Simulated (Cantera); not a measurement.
Mixture: CH₄ : C₂H₆ : C₃H₈ : O₂ : N₂ : CO₂ = 1 : 0.13 : 0.046 : 5.59 : 21 : 1.7 (molar parts), equivalence ratio 0.48, at 9.87 atm, adiabatic and at constant volume. Ignition delay is the time to a rise of 400 K.

Cantera simulation using GRI-Mech 3.0 (53 species, 325 reactions); the numbers are that mechanism's predictions, not measurements.

### Question
Predict: delay at 1275 K; delay at 1425 K; delay at 1575 K; delay at 1725 K; delay at 1875 K; apparent activation energy between 1800 and 1950 K.

### Answer
```json
{
 "delay at 1275 K": "0.329 ms",
 "delay at 1425 K": "66.4 µs",
 "delay at 1575 K": "18.7 µs",
 "delay at 1725 K": "6.83 µs",
 "delay at 1875 K": "3.14 µs",
 "apparent activation energy between 1800 and 1950 K": "130 kJ/mol"
}
```
